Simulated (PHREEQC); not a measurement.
Synthetic water in mg/kgw, 25 °C, pH 6.83, pe 12.4: Na 10200; K 531; Ca 281; Mg 605; Cl 18200; S(6) as SO4 858; Alkalinity as HCO3 0.0317; Br 8.64.

Cl is adjusted to close the charge balance.
Valence states are taken as typed.

All values are PHREEQC results (ion-association model, wateq4f.dat), not measurements.

This is a speciation only: nothing precipitates in the calculation.

### Question
What activity of water does the model give?

### Answer
activity of water 0.983.

### Question
In which forms is Ca present?

### Answer
Ca+2 96 %, CaSO4 4.2 % of the Ca.

Complexes and solids missing from the database can't appear.
